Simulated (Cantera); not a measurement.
Charge: 1 mol HMDSO, 16 mol NO, 19 mol N2, held at 500 K and 5.63 Torr.

Cantera's Mixture.equilibrate('TP', solver="vcs", rtol=1e-11, max_steps=5000) on the NASA tables stopped like this:

```
ERROR: FAILURE its = 5001!

*******************************************************************************
CanteraError thrown by MultiPhase::equilibrate:
VCS solver failed. Return code: -1
*******************************************************************************
```

Problem. What got this run through?

Solution. This is not unique; one that fits is The failure is numerical, not chemical. The same input converged with solver="gibbs", rtol=1e-10, max_steps=50000, and the result passed a check of the equilibrium conditions:
```
T = 500 K  P = 750 Pa  gas = 38.65 mol
   x: N2 6.985e-01  H2O 1.568e-01  CO2 8.970e-02  H2 3.363e-02  CH4 2.120e-02  CO 1.403e-04  NH3 1.227e-05
   condensed (mol): C(gr) 1.708  SiO2(Lqz) 2
```

The gas is ideal and each condensed phase is pure. The feed counts by its element totals alone.
